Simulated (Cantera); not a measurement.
**Silicon epitaxy and polysilicon growth: SiCl4 + H2**

A closed system holds: 1 mol SiCl4, 16 mol H2, held at 5.60 mbar.

Cantera equilibrium calculation (NASA polynomials, part measured and part estimated; ideal gas, pure solids and liquids). Candidate condensed phases: Si; 19 gas species. The tables' values for SiCl3, SiCl are old estimates; treat these amounts as uncertain. Rates play no part.

```json
[
 {"T (°C)": "600", "log p H2": "-2.28", "log p HCl": "-4.24", "log p SiCl2": "-6.09", "log p SiCl4": "-3.56", "n Si(s)": "0"},
 {"T (°C)": "700", "log p H2": "-2.29", "log p HCl": "-3.82", "log p SiCl2": "-5.14", "log p SiCl4": "-3.61", "n Si(s)": "0.0624"},
 {"T (°C)": "800", "log p H2": "-2.30", "log p HCl": "-3.50", "log p SiCl2": "-4.41", "log p SiCl4": "-3.74", "n Si(s)": "0.139"},
 {"T (°C)": "900", "log p H2": "-2.32", "log p HCl": "-3.30", "log p SiCl2": "-3.92", "log p SiCl4": "-4.04", "n Si(s)": "0.165"},
 {"T (°C)": "1000", "log p H2": "-2.33", "log p HCl": "-3.20", "log p SiCl2": "-3.67", "log p SiCl4": "-4.63", "n Si(s)": "0.127"},
 {"T (°C)": "1100", "log p H2": "-2.33", "log p HCl": "-3.19", "log p SiCl2": "-3.58", "log p SiCl4": "-5.38", "n Si(s)": "0.0877"},
 {"T (°C)": "1200", "log p H2": "-2.33", "log p HCl": "-3.19", "log p SiCl2": "-3.55", "log p SiCl4": "-6.11", "n Si(s)": "0.0577"},
 {"T (°C)": "1300", "log p H2": "-2.33", "log p HCl": "-3.20", "log p SiCl2": "-3.53", "log p SiCl4": "-6.76", "n Si(s)": "0.0329"}
]
```
log p: log10 of the partial pressure in bar; n: condensed amount in mol.

At 600 °C nothing is condensed. From 700 °C to 1300 °C the condensed part is Si(s). The main Si-bearing gas is SiCl4 at 600 °C and SiCl2 at 1300 °C. The share of Si in condensed phases is highest at 900 °C (16.5 %) and lowest at 600 °C (0.0 %).
